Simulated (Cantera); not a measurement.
**Low-pressure radical oxidation in H2/O2**

A perfectly stirred reactor is fed with 0.498 % H2, 99.5 % O2, at 0.0130 bar; it is held at 1325 K, and followed from long to short residence time.

Detailed kinetics in Cantera: the H2/O2 subset of GRI-Mech 3.0, which has no nitrogen chemistry. Radical loss at walls, strong at low pressure, is not modelled.

| τ (s) | x H2 | x O2 | x H2O2 | x H | x OH | x HO2 |
|---|---|---|---|---|---|---|
| 1.6 | 1.36e-5 | 0.993 | 4.76e-9 | 2.20e-5 | 0.000368 | 1.69e-7 |
| 0.36 | 3.38e-5 | 0.992 | 6.09e-9 | 5.14e-5 | 0.000497 | 2.34e-7 |
| 0.082 | 0.000101 | 0.991 | 7.72e-9 | 8.25e-5 | 0.000621 | 2.91e-7 |
| 0.019 | 0.000349 | 0.991 | 1.13e-8 | 0.000112 | 0.000810 | 3.64e-7 |
| 0.0042 | 0.00127 | 0.991 | 1.68e-8 | 0.000125 | 0.00104 | 4.45e-7 |
| 0.00096 | 0.00411 | 0.994 | 4.73e-9 | 3.08e-5 | 0.000416 | 3.10e-7 |
| 0.00022 | 0.00498 | 0.995 | 1.79e-12 | 1.40e-9 | 9.53e-9 | 8.29e-9 |
x: mole fraction; the columns are a selection and need not sum to one.
